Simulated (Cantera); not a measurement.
A freely propagating, adiabatic, planar premixed flame of H2 : O2 : N2 = 1 : 0.521 : 1.96 (molar parts), equivalence ratio 0.96, unburnt at 498 K and 100000 Pa; mixture-averaged transport, grid criteria slope 0.08 and curve 0.16, no radiation.

Detailed kinetics in Cantera: the H2/O2 subset of GRI-Mech 3.0, which has no nitrogen chemistry. Burning velocities carry a grid error of a few per cent, more on coarse grids.

x: mole fraction of selected species; z is measured from the peak of heat release.

| z (mm) | T (K) | u (m/s) | x H2 | x O2 | x OH | x HO2 | x H2O | x H2O2 |
|---|---|---|---|---|---|---|---|---|
| -1.30 | 498 | 5.14 | 0.287 | 0.150 | <1e-8 | <1e-8 | <1e-8 | <1e-8 |
| -0.870 | 498 | 5.14 | 0.287 | 0.150 | <1e-8 | <1e-8 | <1e-8 | <1e-8 |
| -0.652 | 498 | 5.14 | 0.287 | 0.150 | <1e-8 | <1e-8 | <1e-8 | <1e-8 |
| -0.435 | 498 | 5.14 | 0.287 | 0.150 | <1e-8 | 6.42e-8 | 8.35e-8 | <1e-8 |
| -0.217 | 507 | 5.20 | 0.283 | 0.150 | 1.22e-5 | 0.000135 | 0.000262 | 3.03e-6 |
| -0.109 | 723 | 7.22 | 0.249 | 0.147 | 0.000890 | 0.000266 | 0.0175 | 3.52e-5 |
| 0 | 1194 | 11.5 | 0.150 | 0.110 | 0.00325 | 0.000101 | 0.102 | 6.91e-6 |
| 0.109 | 1527 | 14.5 | 0.0642 | 0.0528 | 0.00968 | 4.20e-5 | 0.202 | 3.41e-6 |
| 0.217 | 1686 | 15.9 | 0.0448 | 0.0354 | 0.0134 | 2.47e-5 | 0.232 | 1.96e-6 |
| 0.435 | 1849 | 17.3 | 0.0409 | 0.0294 | 0.0161 | 1.67e-5 | 0.245 | 1.01e-6 |
| 0.870 | 2013 | 18.6 | … | … | 0.0174 | … | 0.258 | … |
| 1.74 | 2164 | 19.8 | 0.0322 | 0.0213 | 0.0173 | 7.21e-6 | 0.273 | 3.50e-7 |
| 3.48 | 2293 | 20.7 | 0.0255 | 0.0176 | 0.0157 | 4.66e-6 | 0.287 | 2.59e-7 |

Problem. Complete the blanks.

Solution. 
- 0.870, x H2: 0.0376
- 0.870, x O2: 0.0253
- 0.870, x HO2: 1.12e-5
- 0.870, x H2O2: 5.53e-7
